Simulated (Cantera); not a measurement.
A freely propagating, adiabatic, planar premixed flame of H2 : O2 : N2 = 1 : 0.658 : 2.47 (molar parts), equivalence ratio 0.76, unburnt at 623 K and 4.93 atm; mixture-averaged transport, grid criteria slope 0.08 and curve 0.16, no radiation.

Computed with Cantera and the H2/O2 subset of GRI-Mech 3.0, which has no nitrogen chemistry. The hydrogen kinetics of GRI-Mech 3.0 are dated; newer H2 mechanisms differ, most at raised pressure. Burning velocities carry a grid error of a few per cent, more on coarse grids.

x: mole fraction of selected species; z is measured from the peak of heat release.

```json
[
 {"z (mm)": "-0.175", "T (K)": "623", "u (m/s)": "5.12", "x H2": "0.242", "x O2": "0.159", "x OH": "<1e-8", "x H": "<1e-8", "x H2O2": "<1e-8", "x O": "<1e-8"},
 {"z (mm)": "-0.116", "T (K)": "623", "u (m/s)": "5.12", "x H2": "0.242", "x O2": "0.159", "x OH": "<1e-8", "x H": "<1e-8", "x H2O2": "<1e-8", "x O": "<1e-8"},
 {"z (mm)": "-0.0873", "T (K)": "623", "u (m/s)": "5.12", "x H2": "0.241", "x O2": "0.160", "x OH": "<1e-8", "x H": "<1e-8", "x H2O2": "1.26e-8", "x O": "<1e-8"},
 {"z (mm)": "-0.0582", "T (K)": "625", "u (m/s)": "5.11", "x H2": "0.238", "x O2": "0.160", "x OH": "<1e-8", "x H": "<1e-8", "x H2O2": "?", "x O": "?"},
 {"z (mm)": "-0.0291", "T (K)": "688", "u (m/s)": "5.48", "x H2": "0.214", "x O2": "0.163", "x OH": "6.50e-5", "x H": "7.23e-5", "x H2O2": "2.94e-5", "x O": "1.62e-5"},
 {"z (mm)": "-0.0146", "T (K)": "969", "u (m/s)": "7.46", "x H2": "0.166", "x O2": "0.154", "x OH": "0.00101", "x H": "0.00229", "x H2O2": "7.88e-5", "x O": "0.000439"},
 {"z (mm)": "0", "T (K)": "1386", "u (m/s)": "10.4", "x H2": "0.0978", "x O2": "0.119", "x OH": "0.00383", "x H": "0.0109", "x H2O2": "2.35e-5", "x O": "0.00344"},
 {"z (mm)": "0.0146", "T (K)": "?", "u (m/s)": "12.6", "x H2": "?", "x O2": "?", "x OH": "?", "x H": "0.0169", "x H2O2": "?", "x O": "?"},
 {"z (mm)": "0.0291", "T (K)": "1860", "u (m/s)": "13.8", "x H2": "0.0263", "x O2": "0.0600", "x OH": "0.0134", "x H": "0.0157", "x H2O2": "3.33e-6", "x O": "0.00878"},
 {"z (mm)": "0.0582", "T (K)": "2031", "u (m/s)": "15.0", "x H2": "0.0165", "x O2": "0.0505", "x OH": "0.0155", "x H": "0.00992", "x H2O2": "2.03e-6", "x O": "0.00736"},
 {"z (mm)": "0.116", "T (K)": "2172", "u (m/s)": "15.9", "x H2": "0.0107", "x O2": "0.0470", "x OH": "0.0143", "x H": "0.00457", "x H2O2": "1.32e-6", "x O": "0.00450"},
 {"z (mm)": "0.233", "T (K)": "2269", "u (m/s)": "16.5", "x H2": "0.00583", "x O2": "0.0454", "x OH": "0.0114", "x H": "0.00164", "x H2O2": "9.10e-7", "x O": "0.00229"},
 {"z (mm)": "0.466", "T (K)": "2321", "u (m/s)": "16.8", "x H2": "0.00285", "x O2": "0.0449", "x OH": "0.00839", "x H": "0.000543", "x H2O2": "6.94e-7", "x O": "0.00111"}
]
```

**Question.** Fill in the missing entries.

**Answer.** 
- -0.0582, x H2O2: 2.05e-7
- -0.0582, x O: 6.97e-8
- 0.0146, T (K): 1688
- 0.0146, x H2: 0.0468
- 0.0146, x O2: 0.0795
- 0.0146, x OH: 0.00932
- 0.0146, x H2O2: 5.50e-6
- 0.0146, x O: 0.00741
